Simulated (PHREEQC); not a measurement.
Model water analysis in mg/kgw, 40 °C, pH 7.67: Na 1970; K 173; Ca 488; Mg 150; Cl 4320; S(6) as SO4 32.9; Alkalinity as HCO3 7.01; B 0.801.

Valence states are taken as typed.

All values are PHREEQC results (Pitzer model, pitzer.dat), not measurements.

```
quantity                     before     after
-------------------------  --------  --------
HCO3- (mol/kgw)            0.000106   8.88e-5
CO2 (mol/kgw)               3.49e-6   9.25e-7
CO3-2 (mol/kgw)             9.86e-7   2.62e-6
MgOH+ (mol/kgw)             5.92e-7   1.87e-6
MgCO3 (mol/kgw)             5.22e-7   1.38e-6
HSO4- (mol/kgw)            2.99e-10  9.44e-11
SI of Gypsum (CaSO4:2H2O)     -1.92     -1.92
```

What was changed between the two runs?
A) pH from 7.67 to 8.17 at the same alkalinity
B) Ca from 488 to 244 mg/kgw
C) temperature from 40 to 80 °C at the same typed pH

A, pH from 7.67 to 8.17 at the same alkalinity

Precipitation was switched off in this run. Away from 25 °C the constants follow the database's enthalpies or fits; those with neither stay at their 25 °C values.
